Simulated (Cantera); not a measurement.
Mixture: CH4 : H2 : O2 : N2 = 1 : 0.096 : 2.28 : 7.28 (molar parts), equivalence ratio 0.90, at 0.523 atm, adiabatic and at constant pressure. Ignition delay is the time to a rise of 400 K.

Cantera simulation using GRI-Mech 3.0 (53 species, 325 reactions); the numbers are that mechanism's predictions, not measurements. Below about 1000 K GRI-Mech 3.0 lacks low-temperature oxidation paths. Below about 950 K walls govern HO2 and H2O2 in real vessels.

What does this change do: pressure from 0.523 atm to 0.987 atm?


| quantity | before | after |
|---|---|---|
| delay at 900 K | 1.01 s | 0.639 s |
| delay at 1050 K | 0.153 s | 79.7 ms |
| delay at 1200 K | 23.4 ms | 14.1 ms |
| delay at 1350 K | 4.19 ms | 2.65 ms |
| delay at 1500 K | 1.04 ms | 0.636 ms |
| apparent activation energy between 1425 and 1575 K | 150 kJ/mol | 160 kJ/mol |
